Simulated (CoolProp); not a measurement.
Values from CoolProp's reference Helmholtz-energy equation of state, Platzer 1990. This equation is an older, rougher fit; its heat capacities, sound speeds and derivatives of the liquid may be far off and weren't checked against measurements.

**Question.** Give the vapour pressure (bar), liquid density (kg/m³), enthalpy of vaporisation (kJ/kg), surface tension (mN/m) of saturated CF4 (R14) at -86.75, -83.65, -80.45 °C.

**Answer.** 
| T (°C) | p (bar) | liquid density (kg/m³) | enthalpy of vaporisation (kJ/kg) | surface tension (mN/m) |
|---|---|---|---|---|
| -86.75 | 9.23 | 1350 | 105 | 5.07 |
| -83.65 | 10.5 | 1330 | 102 | 4.60 |
| -80.45 | 11.8 | 1300 | 98.7 | 4.12 |

Surface tension comes from a separate correlation (Mulero 2012).
